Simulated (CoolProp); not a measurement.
Values from CoolProp's reference Helmholtz-energy equation of state, Lemmon 2006. It is a short technical equation, of lower accuracy than the large ones.

Problem. For nitrous oxide, give the phase and the density (kg/m³), cv (kJ/(kg K)) at 344.2 K and 107 bar.

Solution. 
- 344.2 K and 107 bar: supercritical; density 311, cv 0.936
